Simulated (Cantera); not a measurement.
What does this Cantera script print?

```python
import numpy as np
import cantera as ct

gas_names = [...]  # 87 gases of nasa_gas.yaml made of C, H, Si
cond_names = """
    C(gr) C6H6(L) C7H8(L) C8H18(L),n-octa Si(cr) Si(L) SiC(b)
""".split()


# ... load() reads the species with a 1 bar reference pressure and builds the phases ...
atoms = {
    'SiH4': {'Si': 1, 'H': 4},
    'C3H8': {'C': 3, 'H': 8},
    'H2': {'H': 2},
}
top_T = {'C(gr)': 4500, 'SiC(b)': 3050}  # K; cautious upper limits of use, not melting points


# ... equilibrate(T, P, feed) seeds the gas with the atoms and calls Mixture.equilibrate('TP', solver="vcs", rtol=1e-11, max_steps=5000) ...
results = []
feed = {'SiH4': 1, 'C3H8': 0.75, 'H2': 1300}  # mol
T = 2300  # K
for P in [100, 240, 560, 1300, 3200, 7500, 18000, 42000, 100000]:
    mix = equilibrate(T, P, feed)
    results.append((T, P, feed, dict(zip(mix.species_names, mix.species_moles))))

top = {s: max(r[3][s] / sum(r[3][g] for g in gas_names) for r in results) for s in gas_names}
cols = sorted((s for s in top if top[s] > 0.0001), key=lambda s: -top[s])[:5]
seen = [c for c in cond_names if any(r[3].get(c, 0) > 1e-12 for r in results)]
print("log10 of partial pressures in bar; condensed amounts in mol")
print(f"{'P/Pa':>10s}" + "".join(f"{s[:9]:>10s}" for s in cols + seen))
for T, P, feed, n in results:
    ng = sum(n[g] for g in gas_names)
    print(f"{P:10.4g}" + "".join(f"{np.log10(max(n[s] / ng * P / 1e5, 1e-99)):10.3f}" for s in cols)
          + "".join(f"{n.get(c, 0):10.4g}" for c in seen))
```

It prints:

```
log10 of partial pressures in bar; condensed amounts in mol
      P/Pa        H2         H C2H2,acet        Si      SiH2    SiC(b)
       100    -3.133    -3.581    -6.148    -6.195    -9.628         0
       240    -2.706    -3.367    -5.743    -5.797    -8.803         0
       560    -2.309    -3.169    -5.359    -5.420    -8.029         0
      1300    -1.924    -2.976    -4.983    -5.053    -7.277         0
      3200    -1.519    -2.774    -4.585    -4.671    -6.491         0
      7500    -1.141    -2.585    -4.213    -4.324    -5.765         0
   1.8e+04    -0.755    -2.392    -3.834    -3.989    -5.045         0
   4.2e+04    -0.384    -2.206    -3.472    -3.696    -4.380         0
     1e+05    -0.005    -2.017    -3.134    -3.491    -3.797    0.1265
```

Method: chemical equilibrium by Gibbs-energy minimisation in Cantera with the NASA 1993 tables (ideal gas, pure condensed phases). Gases not in the tables: Si2H6 and higher silanes.
